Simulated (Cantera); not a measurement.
An adiabatic, constant-volume homogeneous reactor starts with 5.87 % CH4, 0.646 % C2H6, 26.0 % O2, 67.5 % N2, at 1575 K and 1700000 Pa.

Detailed kinetics in Cantera: GRI-Mech 3.0 (53 species, 325 reactions). The pressure lies above the range GRI-Mech 3.0 was tuned for (to about 10 atm). Above 3000 K some thermodynamic fits are extrapolated.

x: mole fraction; the columns are a selection and need not sum to one.

```csv
t (s),T (K),P (bar),x CH4,x C2H6,x O2,x C2H,x H2,x CH2O
4.00e-6,1576,17.0,0.0583,0.00616,0.259,<1e-12,0.000101,0.000244
1.23e-5,?,18.8,?,?,0.240,?,?,?
3.78e-5,3009,33.1,<1e-12,<1e-12,0.110,<1e-12,0.00292,4.23e-10
0.000116,2986,32.8,<1e-12,<1e-12,0.103,<1e-12,0.00282,3.87e-10
0.000357,2980,32.8,<1e-12,<1e-12,0.101,<1e-12,0.00280,3.79e-10
0.00110,2980,32.8,<1e-12,<1e-12,0.101,<1e-12,0.00280,3.79e-10
0.00337,2980,32.8,<1e-12,<1e-12,0.101,<1e-12,0.00280,3.79e-10
0.0103,2980,32.8,<1e-12,<1e-12,0.101,<1e-12,0.00280,3.79e-10
0.0318,2980,32.8,<1e-12,<1e-12,0.101,<1e-12,0.00280,3.79e-10
0.0976,2980,32.8,<1e-12,<1e-12,0.101,<1e-12,0.00280,3.79e-10
0.300,2980,32.8,<1e-12,<1e-12,0.101,<1e-12,0.00280,3.79e-10
```

Q: Complete the blanks.

A: 
- 1.23e-5, T (K): 1728
- 1.23e-5, x CH4: 0.0430
- 1.23e-5, x C2H6: 0.00254
- 1.23e-5, x C2H: 5.62e-9
- 1.23e-5, x H2: 0.00511
- 1.23e-5, x CH2O: 0.00427
